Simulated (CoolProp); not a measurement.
Vapour-liquid equilibrium of CH2F2 (R32) (1) + R143a (2) at 61.5 kPa; x and y are mole fractions of (1).

The numbers come from the multi-fluid Helmholtz-energy mixture model, Tillner-Roth 1997 and Lemmon and Jacobsen 2000; pair parameters Bell 2016 in CoolProp.

| x | bubble temperature (°C) | y at the bubble point | dew temperature at overall composition x (°C) | liquid density (mol/L) |
|---|---|---|---|---|
| 0.05 | -58.0 | 0.085 | -57.7 | 14.52 |
| 0.125 | -59.0 | 0.194 | -58.4 | 15.03 |
| 0.2 | -59.7 | 0.286 | -59.0 | 15.55 |
| 0.275 | -60.3 | 0.365 | -59.6 | 16.11 |
| 0.35 | -60.8 | 0.434 | -60.2 | 16.70 |
| 0.425 | -61.2 | 0.496 | -60.8 | 17.33 |
| 0.5 | -61.5 | 0.555 | -61.2 | 17.99 |
| 0.575 | -61.7 | 0.610 | -61.6 | 18.70 |
| 0.65 | -61.8 | 0.666 | -61.8 | 19.46 |
| 0.725 | -61.8 | 0.723 | -61.8 | 20.27 |
| 0.8 | -61.8 | 0.785 | -61.7 | 21.15 |
| 0.875 | -61.6 | 0.854 | -61.5 | 22.08 |
| 0.95 | -61.3 | 0.936 | -61.2 | 23.09 |

y crosses x between x = 0.65 and 0.725: the model has an azeotrope there.

Pair parameters are fitted to limited data, so mixtures are less certain than the pure fluids.
